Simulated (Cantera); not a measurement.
Input (Python, Cantera) and output of one run.

```python
import numpy as np
import cantera as ct

gas_names = """
    B BH BH2 BH3 BO BO2 B2 B2O B2O2 B2O3 B3O3H3 H HBO HBO2 HO2 H2 H2O H2O2 H3B3O6 O OH O2 O3
""".split()
cond_names = """
    B(b) B(L) B2O3(L) B3O3H3(cr) H2O(s) H2O(L)
""".split()


# ... load() reads the species with a 1 bar reference pressure and builds the phases ...
atoms = {
    'B': {'B': 1},
    'H2O': {'H': 2, 'O': 1},
}
top_T = {}  # K; cautious upper limits of use, not melting points


# ... equilibrate(T, P, feed) seeds the gas with the atoms and calls Mixture.equilibrate('TP', solver="vcs", rtol=1e-11, max_steps=5000) ...
results = []
P = 860  # Pa
for T in [973, 1073, 1173, 1273, 1373, 1473, 1573, 1673, 1773, 1873, 1973, 2073, 2173, 2273]:
    for m in [1.7, 2.9, 4, 5.1, 6.3, 7.4, 8.5, 9.7]:
        feed = {'B': 1, 'H2O': m}  # mol
        mix = equilibrate(T, P, feed)
        results.append((T, P, feed, dict(zip(mix.species_names, mix.species_moles))))

for T, P, feed, n in results:
    print(f"{T:7g} {feed['H2O']:10.4g}  " + (" + ".join(c for c in cond_names if n.get(c, 0) > 1e-12) or "gas only"))
```

Result:

```
    973        1.7  B2O3(L)
    973        2.9  B2O3(L)
    973          4  B2O3(L)
    973        5.1  B2O3(L)
    973        6.3  B2O3(L)
    973        7.4  B2O3(L)
    973        8.5  B2O3(L)
    973        9.7  B2O3(L)
   1073        1.7  B2O3(L)
   1073        2.9  B2O3(L)
   1073          4  B2O3(L)
   1073        5.1  B2O3(L)
   1073        6.3  B2O3(L)
   1073        7.4  B2O3(L)
   1073        8.5  B2O3(L)
   1073        9.7  B2O3(L)
   1173        1.7  B2O3(L)
   1173        2.9  B2O3(L)
   1173          4  B2O3(L)
   1173        5.1  B2O3(L)
   1173        6.3  B2O3(L)
   1173        7.4  B2O3(L)
   1173        8.5  B2O3(L)
   1173        9.7  B2O3(L)
   1273        1.7  B2O3(L)
   1273        2.9  B2O3(L)
   1273          4  B2O3(L)
   1273        5.1  B2O3(L)
   1273        6.3  B2O3(L)
   1273        7.4  B2O3(L)
   1273        8.5  B2O3(L)
   1273        9.7  B2O3(L)
   1373        1.7  B2O3(L)
   1373        2.9  B2O3(L)
   1373          4  B2O3(L)
   1373        5.1  B2O3(L)
   1373        6.3  B2O3(L)
   1373        7.4  B2O3(L)
   1373        8.5  B2O3(L)
   1373        9.7  B2O3(L)
   1473        1.7  B2O3(L)
   1473        2.9  B2O3(L)
   1473          4  B2O3(L)
   1473        5.1  B2O3(L)
   1473        6.3  gas only
   1473        7.4  gas only
   1473        8.5  gas only
   1473        9.7  gas only
   1573        1.7  B2O3(L)
   1573        2.9  B2O3(L)
   1573          4  gas only
   1573        5.1  gas only
   1573        6.3  gas only
   1573        7.4  gas only
   1573        8.5  gas only
   1573        9.7  gas only
   1673        1.7  B2O3(L)
   1673        2.9  gas only
   1673          4  gas only
   1673        5.1  gas only
   1673        6.3  gas only
   1673        7.4  gas only
   1673        8.5  gas only
   1673        9.7  gas only
   1773        1.7  gas only
   1773        2.9  gas only
   1773          4  gas only
   1773        5.1  gas only
   1773        6.3  gas only
   1773        7.4  gas only
   1773        8.5  gas only
   1773        9.7  gas only
   1873        1.7  gas only
   1873        2.9  gas only
   1873          4  gas only
   1873        5.1  gas only
   1873        6.3  gas only
   1873        7.4  gas only
   1873        8.5  gas only
   1873        9.7  gas only
   1973        1.7  gas only
   1973        2.9  gas only
   1973          4  gas only
   1973        5.1  gas only
   1973        6.3  gas only
   1973        7.4  gas only
   1973        8.5  gas only
   1973        9.7  gas only
   2073        1.7  gas only
   2073        2.9  gas only
   2073          4  gas only
   2073        5.1  gas only
   2073        6.3  gas only
   2073        7.4  gas only
   2073        8.5  gas only
   2073        9.7  gas only
   2173        1.7  gas only
   2173        2.9  gas only
   2173          4  gas only
   2173        5.1  gas only
   2173        6.3  gas only
   2173        7.4  gas only
   2173        8.5  gas only
   2173        9.7  gas only
   2273        1.7  gas only
   2273        2.9  gas only
   2273          4  gas only
   2273        5.1  gas only
   2273        6.3  gas only
   2273        7.4  gas only
   2273        8.5  gas only
   2273        9.7  gas only
```

Equilibrium computed with Cantera from the NASA thermochemical tables; the gas is ideal and each condensed phase is pure. Gases not in the tables: H3BO3.
